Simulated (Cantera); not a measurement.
An adiabatic, constant-volume homogeneous reactor starts with CH4 : CO : O2 : N2 : H2O = 1 : 0.24 : 0.922 : 3.47 : 0.4 (molar parts), equivalence ratio 2.3, at 1748 K and 7.20 atm. Integrator tolerance rtol = 1e-08.

Detailed kinetics in Cantera: GRI-Mech 3.0 (53 species, 325 reactions).

Question: What does this change do: initial temperature 1748 to 1525 K?

Answer: 
```tsv
quantity	before	after
time of steepest temperature rise	41.7 µs	0.342 ms
temperature at 0.200 s	2824 K	2650 K
equilibrium temperature	2824 K	2650 K
x(CH4) at 0.200 s	1.11e-9 (gas-phase equilibrium 1.25e-9)	2.37e-9 (gas-phase equilibrium 2.66e-9)
x(CO) at 0.200 s	0.154 (gas-phase equilibrium 0.154)	0.154 (gas-phase equilibrium 0.154)
x(O2) at 0.200 s	3.03e-5 (gas-phase equilibrium 3.03e-5)	6.84e-6 (gas-phase equilibrium 6.84e-6)
x(CO2) at 0.200 s	0.0189 (gas-phase equilibrium 0.0189)	0.0199 (gas-phase equilibrium 0.0199)
x(O) at 0.200 s	8.81e-5 (gas-phase equilibrium 8.81e-5)	1.98e-5 (gas-phase equilibrium 1.98e-5)
x(NO) at 0.200 s	0.000359 (gas-phase equilibrium 0.000359)	0.000133 (gas-phase equilibrium 0.000133)
```

Question: What does this change do: CH4 1 to 0.68 parts?

Answer: 
| quantity | before | after |
|---|---|---|
| time of steepest temperature rise | 41.7 µs | 36.2 µs |
| temperature at 0.200 s | 2824 K | 3067 K |
| equilibrium temperature | 2824 K | 3067 K |
| x(CH4) at 0.200 s | 1.11e-9 (gas-phase equilibrium 1.25e-9) | 2.37e-11 (gas-phase equilibrium 2.75e-11) |
| x(CO) at 0.200 s | 0.154 (gas-phase equilibrium 0.154) | 0.110 (gas-phase equilibrium 0.110) |
| x(O2) at 0.200 s | 3.03e-5 (gas-phase equilibrium 3.03e-5) | 0.00145 (gas-phase equilibrium 0.00145) |
| x(CO2) at 0.200 s | 0.0189 (gas-phase equilibrium 0.0189) | 0.0371 (gas-phase equilibrium 0.0371) |
| x(O) at 0.200 s | 8.81e-5 (gas-phase equilibrium 8.81e-5) | 0.00145 (gas-phase equilibrium 0.00145) |
| x(NO) at 0.200 s | 0.000359 (gas-phase equilibrium 0.000359) | 0.00361 (gas-phase equilibrium 0.00361) |
Above 3000 K some thermodynamic fits are extrapolated.
